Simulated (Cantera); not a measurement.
What does this Cantera script print?

```python
import numpy as np
import cantera as ct

gas_names = """
    C CN CO CO2 C2 CCN CNC C2N2 C2O C3 C3O2 C4 C4N2 C5 N NCO NO NO2 NO3 N2 N2O O O2 O3 Pb PbO Pb2
""".split()
cond_names = """
    C(gr) Pb(cr) Pb(L) PbO(rd) PbO(yw) PbO(L) PbO2(s) Pb3O4(s)
""".split()


# ... load() reads the species with a 1 bar reference pressure and builds the phases ...
atoms = {
    'Pb': {'Pb': 1},
    'CO': {'C': 1, 'O': 1},
    'N2': {'N': 2},
}
top_T = {'C(gr)': 4500, 'Pb3O4(s)': 820}  # K; cautious upper limits of use, not melting points


# ... equilibrate(T, P, feed) seeds the gas with the atoms and calls Mixture.equilibrate('TP', solver="vcs", rtol=1e-11, max_steps=5000) ...
results = []
feed = {'Pb': 1, 'CO': 0.17, 'N2': 48}  # mol
T = 850  # K
P = 11000  # Pa
mix = equilibrate(T, P, feed)
results.append((T, P, feed, dict(zip(mix.species_names, mix.species_moles))))
x = sorted(zip(gas.X, gas.species_names), reverse=True)
print(f"T = {T:g} K  P = {P:g} Pa  gas = {mix.phase_moles(0):.4g} mol")
print("   x: " + "  ".join(f"{s} {v:.3e}" for v, s in x if v > 1e-05))
print("   condensed (mol): " + ("  ".join(f"{mix.phase(i).name} {mix.phase_moles(i):.4g}"
      for i in range(1, mix.n_phases) if mix.phase_moles(i) > 1e-12) or "none"))
```

Output:

```
T = 850 K  P = 11000 Pa  gas = 48.17 mol
   x: N2 9.965e-01  CO 3.472e-03  CO2 2.857e-05
   condensed (mol): C(gr) 0.001376  Pb(L) 0.9999
```

Equilibrium computed with Cantera from the NASA thermochemical tables; the gas is ideal and each condensed phase is pure.
